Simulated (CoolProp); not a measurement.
Vapour-liquid equilibrium of nitrogen (1) + oxygen (2) at 517 kPa; x and y are mole fractions of (1).

The numbers come from the multi-fluid Helmholtz-energy mixture model, Span 2000 and Schmidt 1985; pair parameters Gernert 2013 in CoolProp.

### Question
Give the bubble temperature and the first vapour's composition at x = 0.05, 0.35, 0.65. Is there an azeotrope?

### Answer
x = 0.05: -165.2 °C, y = 0.125; x = 0.35: -171.1 °C, y = 0.588; x = 0.65: -175.1 °C, y = 0.827. No azeotrope shows between x = 0.05 and 0.95.

The pair parameters rest on a limited set of measurements; away from them the model extrapolates.
